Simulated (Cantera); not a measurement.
Cantera run:

```python
import numpy as np
import cantera as ct

gas_names = """
    H HNO HNO2 HNO3 HO2 H2 H2O H2O2 N NH NH2 NH3 NH2OH NO NO2 NO3 N2 N2H2 N2H4 N2O O OH O2 O3 Si SiH
    SiH2 SiH3 SiH4 SiN SiO SiO2 Si2 Si2N Si3
""".split()
cond_names = """
    H2O(s) H2O(L) Si(cr) Si(L) SiO2(Lqz) SiO2(hqz) SiO2(L) Si2N2O(s) Si3N4(a)
""".split()


# ... load() reads the species with a 1 bar reference pressure and builds the phases ...
atoms = {
    'Si3N4': {'Si': 3, 'N': 4},
    'N2O': {'N': 2, 'O': 1},
    'H2': {'H': 2},
}
top_T = {'Si2N2O(s)': 2100, 'Si3N4(a)': 2400}  # K; cautious upper limits of use, not melting points


# ... equilibrate(T, P, feed) seeds the gas with the atoms and calls Mixture.equilibrate('TP', solver="vcs", rtol=1e-11, max_steps=5000) ...
results = []
T = 1873.15  # K
P = 13332.2  # Pa
for m in [0.5, 0.61, 0.74, 0.9, 1.1, 1.3, 1.6, 2, 2.4, 2.9]:
    feed = {'Si3N4': 1, 'N2O': m, 'H2': 1.2}  # mol
    mix = equilibrate(T, P, feed)
    results.append((T, P, feed, dict(zip(mix.species_names, mix.species_moles))))
    x = sorted(zip(gas.X, gas.species_names), reverse=True)
    print(f"T = {T:g} K  P = {P:g} Pa  n(N2O) = {m:g} mol  gas = {mix.phase_moles(0):.4g} mol")
    print("   x: " + "  ".join(f"{s} {v:.3e}" for v, s in x if v > 0.0001))
    print("   condensed (mol): " + ("  ".join(f"{mix.phase(i).name} {mix.phase_moles(i):.4g}"
          for i in range(1, mix.n_phases) if mix.phase_moles(i) > 1e-12) or "none"))
```

Output:

```
T = 1873.15 K  P = 13332.2 Pa  n(N2O) = 0.5 mol  gas = 1.884 mol
   x: H2 6.363e-01  N2 3.560e-01  SiO 6.218e-03  H 1.412e-03
   condensed (mol): Si2N2O(s) 0.4883  Si3N4(a) 0.6705
T = 1873.15 K  P = 13332.2 Pa  n(N2O) = 0.61 mol  gas = 2.031 mol
   x: H2 5.901e-01  N2 4.025e-01  SiO 5.969e-03  H 1.359e-03
   condensed (mol): Si2N2O(s) 0.5979  Si3N4(a) 0.5973
T = 1873.15 K  P = 13332.2 Pa  n(N2O) = 0.74 mol  gas = 2.205 mol
   x: H2 5.435e-01  N2 4.494e-01  SiO 5.753e-03  H 1.305e-03
   condensed (mol): Si2N2O(s) 0.7273  Si3N4(a) 0.5108
T = 1873.15 K  P = 13332.2 Pa  n(N2O) = 0.9 mol  gas = 2.42 mol
   x: N2 4.978e-01  H2 4.953e-01  SiO 5.560e-03  H 1.245e-03
   condensed (mol): Si2N2O(s) 0.8865  Si3N4(a) 0.4044
T = 1873.15 K  P = 13332.2 Pa  n(N2O) = 1.1 mol  gas = 2.688 mol
   x: N2 5.475e-01  H2 4.459e-01  SiO 5.387e-03  H 1.182e-03
   condensed (mol): Si2N2O(s) 1.086  Si3N4(a) 0.2714
T = 1873.15 K  P = 13332.2 Pa  n(N2O) = 1.3 mol  gas = 2.956 mol
   x: N2 5.882e-01  H2 4.054e-01  SiO 5.260e-03  H 1.127e-03
   condensed (mol): Si2N2O(s) 1.284  Si3N4(a) 0.1385
T = 1873.15 K  P = 13332.2 Pa  n(N2O) = 1.6 mol  gas = 3.601 mol
   x: N2 6.108e-01  H2 3.326e-01  SiO 5.543e-02  H 1.021e-03
   condensed (mol): Si2N2O(s) 1.4
T = 1873.15 K  P = 13332.2 Pa  n(N2O) = 2 mol  gas = 4.51 mol
   x: N2 6.268e-01  H2 2.654e-01  SiO 1.067e-01  H 9.117e-04  H2O 1.608e-04
   condensed (mol): SiO2(L) 0.1724  Si2N2O(s) 1.173
T = 1873.15 K  P = 13332.2 Pa  n(N2O) = 2.4 mol  gas = 5.118 mol
   x: N2 6.602e-01  H2 2.339e-01  SiO 1.049e-01  H 8.559e-04  H2O 1.442e-04
   condensed (mol): SiO2(L) 0.4206  Si2N2O(s) 1.021
T = 1873.15 K  P = 13332.2 Pa  n(N2O) = 2.9 mol  gas = 5.878 mol
   x: N2 6.922e-01  H2 2.036e-01  SiO 1.033e-01  H 7.986e-04  H2O 1.275e-04
   condensed (mol): SiO2(L) 0.7305  Si2N2O(s) 0.8313
```

These are equilibrium values from Cantera (NASA tables, ideal gas, pure condensed phases), not measurements of a reactor. Mutual solubility and eutectic melting of coexisting phases are not modelled. The tables hold silica as quartz up to 1696 K and as liquid above; real silica turns to tridymite and cristobalite and melts near 1996 K. Gases not in the tables: Si2H6 and higher silanes.
